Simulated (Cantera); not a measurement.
## Fluorocarbon and chlorocarbon gases: CH₃Cl + H₂

Charge: 1 mol CH₃Cl, 0.05 mol H₂, equilibrated at 725 °C and 6.40 Pa.

Method: chemical equilibrium by Gibbs-energy minimisation in Cantera with the NASA 1993 tables (ideal gas, pure condensed phases). Candidate condensed phases: C, C₆H₆, C₇H₈, C₈H₁₈; 91 gas species. Equilibrium is a limit: real reactors are often held back by kinetics, nucleation or transport.

```json
{
 "x(H₂)": "0.512",
 "x(HCl)": "0.488",
 "x(CH₄)": "1.64e-6",
 "n(C(graphite))": "1.000 mol",
 "gas_amount": "2.050 mol"
}
```
